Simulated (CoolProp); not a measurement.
Oxygen along the isotherm 119.7 K: Z from the reference equation and from simpler models built on Tc = 154.6 K, pc = 5046 kPa, ω = 0.022; each cubic takes its own stable root.

Model: reference Helmholtz-energy equation of state, Schmidt 1985, in CoolProp.

```tsv
p (kPa)	phase	reference	van der Waals	Soave-Redlich-Kwong
160	gas	0.9774	0.9825	0.9777
363	gas	0.9473	0.9595	0.9481
827	gas	0.8702	0.9024	(withheld)
1880	liquid	0.06165	(withheld)	0.06350
4280	liquid	0.1387	0.1994	0.1418
9740	liquid	(withheld)	(withheld)	0.3119
22200	liquid	0.6754	0.9278	0.6742
50500	liquid	(withheld)	(withheld)	1.432
```

Q: Fill in the missing entries.

A: 
- 827, Soave-Redlich-Kwong: 0.8737
- 1880, van der Waals: 0.09033
- 9740, reference: 0.3083
- 9740, van der Waals: 0.4328
- 50500, reference: 1.447
- 50500, van der Waals: 1.971
